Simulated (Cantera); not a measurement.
## Formation from one mole of O2

Standard-state values (1 bar) from the NASA 1993 polynomials, evaluated with Cantera. Values are per mole of reaction as written; species without (g) are pure solids or liquids, kept so even where they would boil at 1 bar.

4 Al + O2(g) ⇌ 2 Al2O(g)

```csv
T (K),ΔH° (kJ),ΔS° (J/K),ΔG° (kJ),log10 K,condensed phases
300,-290.4,186.2,-346.3,60.29,Al(s)
1398,-371.5,91.5,-499.4,18.66,Al(l)
1498,-375.6,88.7,-508.4,17.73,Al(l)
1598,-379.6,86.1,-517.2,16.90,Al(l)
1698,-383.6,83.6,-525.6,16.17,Al(l)
1798,-387.7,81.3,-533.9,15.51,Al(l)
1898,-391.8,79.1,-541.9,14.91,Al(l)
1998,-395.9,77.0,-549.7,14.37,Al(l)
2098,-400.0,75.0,-557.3,13.88,Al(l)
```

2 Pb + O2(g) ⇌ 2 PbO(g)

| T (K) | ΔH° (kJ) | ΔS° (J/K) | ΔG° (kJ) | log10 K | condensed phases |
|---|---|---|---|---|---|
| 300 | 140.6 | 145.2 | 97.0 | -16.89 | Pb(s) |
| 1398 | 109.8 | 99.9 | -29.8 | 1.11 | Pb(l) |
| 1498 | 108.0 | 98.6 | -39.8 | 1.39 | Pb(l) |
| 1598 | 106.1 | 97.4 | -49.6 | 1.62 | Pb(l) |
| 1698 | 104.3 | 96.3 | -59.3 | 1.82 | Pb(l) |
| 1798 | 102.4 | 95.2 | -68.8 | 2.00 | Pb(l) |
| 1898 | 100.5 | 94.2 | -78.3 | 2.15 | Pb(l) |
| 1998 | 98.6 | 93.2 | -87.7 | 2.29 | Pb(l) |
| 2098 | 96.7 | 92.3 | -97.0 | 2.41 | Pb(l) |

4 Cu + O2(g) ⇌ 2 Cu2O

```json
[
 {"T (K)": "300", "ΔH° (kJ)": "-341.4", "ΔS° (J/K)": "-153.0", "ΔG° (kJ)": "-295.5", "log10 K": "51.45", "condensed phases": "Cu(s), Cu2O(s)"},
 {"T (K)": "1398", "ΔH° (kJ)": "-382.3", "ΔS° (J/K)": "-178.3", "ΔG° (kJ)": "-133.0", "log10 K": "4.97", "condensed phases": "Cu(l), Cu2O(s)"},
 {"T (K)": "1498", "ΔH° (kJ)": "-380.2", "ΔS° (J/K)": "-176.9", "ΔG° (kJ)": "-115.3", "log10 K": "4.02", "condensed phases": "Cu(l), Cu2O(s)"},
 {"T (K)": "1598", "ΔH° (kJ)": "-247.6", "ΔS° (J/K)": "-89.5", "ΔG° (kJ)": "-104.6", "log10 K": "3.42", "condensed phases": "Cu(l), Cu2O(l)"},
 {"T (K)": "1698", "ΔH° (kJ)": "-244.5", "ΔS° (J/K)": "-87.6", "ΔG° (kJ)": "-95.8", "log10 K": "2.95", "condensed phases": "Cu(l), Cu2O(l)"},
 {"T (K)": "1798", "ΔH° (kJ)": "-241.3", "ΔS° (J/K)": "-85.8", "ΔG° (kJ)": "-87.1", "log10 K": "2.53", "condensed phases": "Cu(l), Cu2O(l)"},
 {"T (K)": "1898", "ΔH° (kJ)": "-238.2", "ΔS° (J/K)": "-84.1", "ΔG° (kJ)": "-78.6", "log10 K": "2.16", "condensed phases": "Cu(l), Cu2O(l)"},
 {"T (K)": "1998", "ΔH° (kJ)": "-235.1", "ΔS° (J/K)": "-82.5", "ΔG° (kJ)": "-70.3", "log10 K": "1.84", "condensed phases": "Cu(l), Cu2O(l)"},
 {"T (K)": "2098", "ΔH° (kJ)": "-232.0", "ΔS° (J/K)": "-81.0", "ΔG° (kJ)": "-62.1", "log10 K": "1.55", "condensed phases": "Cu(l), Cu2O(l)"}
]
```

V + O2(g) ⇌ 0.5 V2O4

```tsv
T (K)	ΔH° (kJ)	ΔS° (J/K)	ΔG° (kJ)	log10 K	condensed phases
300	-713.6	-182.3	-658.9	114.72	V(s), V2O4(s)
1398	-693.5	-148.6	-485.7	18.15	V(s), V2O4(s)
1498	-692.0	-147.6	-470.9	16.42	V(s), V2O4(s)
1598	-690.6	-146.7	-456.2	14.91	V(s), V2O4(s)
1698	-689.2	-145.9	-441.6	13.58	V(s), V2O4(s)
1798	-687.9	-145.1	-427.0	12.41	V(s), V2O4(s)
1898	-629.2	-112.8	-415.1	11.42	V(s), V2O4(l)
1998	-626.3	-111.3	-403.9	10.56	V(s), V2O4(l)
2098	-623.6	-110.0	-392.8	9.78	V(s), V2O4(l)
```
